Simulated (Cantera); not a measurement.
A perfectly stirred reactor is fed with N2O : H2 : N2 = 1 : 0.011 : 6.8 (molar parts), at 0.290 bar; it is held at 1500 K, and followed from long to short residence time.

Detailed kinetics in Cantera: GRI-Mech 3.0 (53 species, 325 reactions). GRI-Mech 3.0 was tuned for natural gas; its chemistry of N2O as a main component is partial and can be far from experiment. The temperature is held fixed by assumption; the heat of reaction is taken as removed at once.

Question: What does this change do: pressure from 0.290 bar to 0.610 bar?

Answer: 
```
quantity                  before     after
----------------------  --------  --------
x(N2O) at τ = 3.90 s     0.00261   0.00146
x(H2) at τ = 3.90 s      1.06e-6   6.81e-7
x(HO2) at τ = 3.90 s     2.99e-8   4.09e-8
x(NO) at τ = 3.90 s       0.0144   0.00941
x(H2O2) at τ = 3.90 s   4.25e-10  5.09e-10
x(N2O) at τ = 33.0 ms     0.0808    0.0596
x(H2) at τ = 33.0 ms     4.74e-5   2.57e-5
x(HO2) at τ = 33.0 ms    4.13e-7   2.61e-7
x(NO) at τ = 33.0 ms     0.00914    0.0128
x(H2O2) at τ = 33.0 ms   1.46e-9   2.28e-9
```

Question: What does this change do: N2 6.8 to 5.2 parts?

Answer: 
```json
[
 {"quantity": "x(N2O) at τ = 3.90 s", "before": "0.00261", "after": "0.00324"},
 {"quantity": "x(H2) at τ = 3.90 s", "before": "1.06e-6", "after": "1.17e-6"},
 {"quantity": "x(HO2) at τ = 3.90 s", "before": "2.99e-8", "after": "3.40e-8"},
 {"quantity": "x(NO) at τ = 3.90 s", "before": "0.0144", "after": "0.0179"},
 {"quantity": "x(H2O2) at τ = 3.90 s", "before": "4.25e-10", "after": "5.23e-10"},
 {"quantity": "x(N2O) at τ = 33.0 ms", "before": "0.0808", "after": "0.101"},
 {"quantity": "x(H2) at τ = 33.0 ms", "before": "4.74e-5", "after": "5.49e-5"},
 {"quantity": "x(HO2) at τ = 33.0 ms", "before": "4.13e-7", "after": "4.73e-7"},
 {"quantity": "x(NO) at τ = 33.0 ms", "before": "0.00914", "after": "0.0116"},
 {"quantity": "x(H2O2) at τ = 33.0 ms", "before": "1.46e-9", "after": "1.78e-9"}
]
```

Question: What does this change do: temperature 1500 to 1600 K?

Answer: 
| quantity | before | after |
|---|---|---|
| x(N2O) at τ = 3.90 s | 0.00261 | 0.000925 |
| x(H2) at τ = 3.90 s | 1.06e-6 | 8.99e-7 |
| x(HO2) at τ = 3.90 s | 2.99e-8 | 4.00e-8 |
| x(NO) at τ = 3.90 s | 0.0144 | 0.0138 |
| x(H2O2) at τ = 3.90 s | 4.25e-10 | 3.62e-10 |
| x(N2O) at τ = 33.0 ms | 0.0808 | 0.0466 |
| x(H2) at τ = 33.0 ms | 4.74e-5 | 2.37e-5 |
| x(HO2) at τ = 33.0 ms | 4.13e-7 | 3.24e-7 |
| x(NO) at τ = 33.0 ms | 0.00914 | 0.0179 |
| x(H2O2) at τ = 33.0 ms | 1.46e-9 | 1.20e-9 |
